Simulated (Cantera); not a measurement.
## Thermodynamics of carbon deposition, reforming and gasification, feed C3H8 + NH3 + H2

Feed: 1 mol C3H8, 0.81 mol NH3, 4.2 mol H2, held at 750 Torr.

Equilibrium computed with Cantera from the NASA thermochemical tables; the gas is ideal and each condensed phase is pure. Candidate condensed phases: C, C6H6, C7H8, C8H18; 110 gas species. Ions and electrons are included (thermal ionisation). Kinetics and transport are ignored.

From 2500 K to 3000 K the condensed part is C(graphite). From 3500 K to 5000 K nothing is condensed. The main C-bearing gas is C2H2 (acetylene) at 2500 K and C at 5000 K.

```json
[
 {"T (K)": "2500", "x H2": "0.918", "x H": "0.0241", "x C": "1.66e-7", "x C2H2 (acetylene)": "0.00993", "x N2": "0.0338", "x HCN": "0.0125", "x C3": "4.97e-7", "x C2H": "1.87e-5", "x C2": "4.58e-8", "x CN": "1.89e-5", "n C(graphite)": "2.66"},
 {"T (K)": "3000", "x H2": "0.758", "x H": "0.137", "x C": "5.07e-5", "x C2H2 (acetylene)": "0.0471", "x N2": "0.0226", "x HCN": "0.0261", "x C3": "0.000312", "x C2H": "0.00147", "x C2": "3.17e-5", "x CN": "0.000489", "n C(graphite)": "1.57"},
 {"T (K)": "3500", "x H2": "0.459", "x H": "0.400", "x C": "0.00223", "x C2H2 (acetylene)": "0.0555", "x N2": "0.0142", "x HCN": "0.0252", "x C3": "0.0124", "x C2H": "0.0152", "x C2": "0.00184", "x CN": "0.00340", "n C(graphite)": "0"},
 {"T (K)": "4000", "x H2": "0.191", "x H": "0.697", "x C": "0.0184", "x C2H2 (acetylene)": "0.00903", "x N2": "0.0130", "x HCN": "0.0106", "x C3": "0.0219", "x C2H": "0.0161", "x C2": "0.00909", "x CN": "0.00809", "n C(graphite)": "0"},
 {"T (K)": "4500", "x H2": "0.0563", "x H": "0.820", "x C": "0.0635", "x C2H2 (acetylene)": "0.000573", "x N2": "0.0124", "x HCN": "0.00279", "x C3": "0.0101", "x C2H": "0.00568", "x C2": "0.0139", "x CN": "0.0108", "n C(graphite)": "0"},
 {"T (K)": "5000", "x H2": "0.0170", "x H": "0.839", "x C": "0.108", "x C2H2 (acetylene)": "2.03e-5", "x N2": "0.0122", "x HCN": "0.000548", "x C3": "0.00135", "x C2H": "0.000877", "x C2": "0.00774", "x CN": "0.00866", "n C(graphite)": "0"}
]
```
x: gas mole fraction; n: condensed amount in mol.
